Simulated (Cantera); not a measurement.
What does this Cantera script print?

```python
import numpy as np
import cantera as ct

gas = ct.Solution("h2o2.yaml")
gas.TPX = 550, 110000, {'H2': 1, 'O2': 0.179, 'N2': 0.671}
flame = ct.FreeFlame(gas, width=0.037)
flame.set_refine_criteria(ratio=3, slope=0.08, curve=0.16)
flame.transport_model = "mixture-averaged"
flame.solve(loglevel=0, auto=True)
z, T = flame.grid, flame.T
thick = (T[-1] - T[0]) / np.gradient(T, z).max()
show = ['H2', 'O2', 'OH', 'H2O', 'O', 'H']
print(f"laminar burning velocity  {flame.velocity[0] * 100:.3f} cm/s")
print(f"burnt temperature         {T[-1]:.1f} K")
print(f"thermal thickness         {thick * 1e3:.4f} mm")
print(f"grid points               {len(z)}")
z0 = z[flame.heat_release_rate.argmax()]
print(f"{'z/mm':>9s}{'T/K':>9s}{'u/(m/s)':>9s}" + "".join(f"{s:>11s}" for s in show))
rows = []
for k in (-3, -2, -1.5, -1, -0.5, -0.25, 0, 0.25, 0.5, 1, 2, 4, 8):
    zz = z0 + k * thick
    rows.append([k * thick, np.interp(zz, z, T), np.interp(zz, z, flame.velocity),
                 *(np.interp(zz, z, flame.X[gas.species_index(s)]) for s in show)])
    print(f"{rows[-1][0] * 1e3:9.3f}{rows[-1][1]:9.1f}{rows[-1][2]:9.3f}" + "".join(f"{x:11.3e}" for x in rows[-1][3:]))
```

It prints:

```
laminar burning velocity  692.386 cm/s
burnt temperature         2011.5 K
thermal thickness         0.4091 mm
grid points               126
     z/mm      T/K  u/(m/s)         H2         O2         OH        H2O          O          H
   -1.227    550.0    6.924  5.405e-01  9.676e-02  3.298e-17  1.692e-12  1.311e-15  3.636e-16
   -0.818    550.0    6.924  5.405e-01  9.676e-02  1.986e-14  3.028e-10  7.876e-13  6.172e-13
   -0.614    550.0    6.924  5.405e-01  9.676e-02  1.317e-12  8.275e-09  5.090e-11  1.707e-10
   -0.409    550.1    6.925  5.405e-01  9.677e-02  3.568e-10  5.314e-07  5.422e-09  6.612e-08
   -0.205    589.1    7.362  5.354e-01  9.654e-02  8.640e-05  1.828e-03  1.633e-05  3.505e-04
   -0.102    817.9    9.979  5.051e-01  8.970e-02  4.265e-04  2.238e-02  2.209e-04  7.655e-03
    0.000   1171.7   13.946  4.286e-01  5.969e-02  1.075e-03  8.840e-02  1.514e-03  3.780e-02
    0.102   1413.9   16.750  3.584e-01  1.820e-02  1.638e-03  1.685e-01  1.447e-03  6.676e-02
    0.205   1519.7   17.953  3.388e-01  3.618e-03  1.530e-03  1.975e-01  5.603e-04  7.160e-02
    0.409   1615.0   18.970  3.407e-01  2.366e-04  1.566e-03  2.053e-01  2.526e-04  6.328e-02
    0.818   1711.0   19.958  3.496e-01  4.926e-05  1.571e-03  2.072e-01  1.795e-04  5.001e-02
    1.637   1803.1   20.885  3.588e-01  2.898e-05  1.413e-03  2.089e-01  1.116e-04  3.659e-02
    3.273   1881.3   21.656  3.668e-01  1.469e-05  1.124e-03  2.106e-01  5.758e-05  2.484e-02
```

Computed with Cantera and the H2/O2 subset of GRI-Mech 3.0, which has no nitrogen chemistry. Burning velocities carry a grid error of a few per cent, more on coarse grids.
